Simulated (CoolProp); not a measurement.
Vapour-liquid equilibrium of ethanol (1) + hexamethyldisiloxane (MM) (2) at 0.0594 MPa; x and y are mole fractions of (1).

Model: multi-fluid Helmholtz-energy mixture model, Schroeder 2014 and Thol 2016; pair parameters Bell 2016, in CoolProp.

```
x     bubble temperature, mixture model (K)  bubble temperature, Raoult's law (K)  y, mixture model  y, Raoult's law
----  -------------------------------------  ------------------------------------  ----------------  ---------------
0.05                                      …                                 354.8                 …            0.097
0.2                                   337.6                                 350.9                 …            0.332
0.35                                  335.4                                 347.7             0.604            0.512
0.5                                   334.8                                 345.1             0.630            0.658
0.65                                      …                                 342.9             0.658            0.779
0.8                                   335.0                                 340.9                 …            0.882
0.95                                      …                                 339.2                 …            0.972
```

Task: Complete the blanks.

Result: 
- 0.05, bubble temperature, mixture model (K): 347.3
- 0.05, y, mixture model: 0.287
- 0.2, y, mixture model: 0.542
- 0.65, bubble temperature, mixture model (K): 334.6
- 0.8, y, mixture model: 0.723
- 0.95, bubble temperature, mixture model (K): 337.2
- 0.95, y, mixture model: 0.896

The largest gap from Raoult's law is -13.3 K in bubble temperature, at x = 0.2. y crosses x between x = 0.65 and 0.8: the model has an azeotrope there.

Pair parameters are fitted to limited data, so mixtures are less certain than the pure fluids.
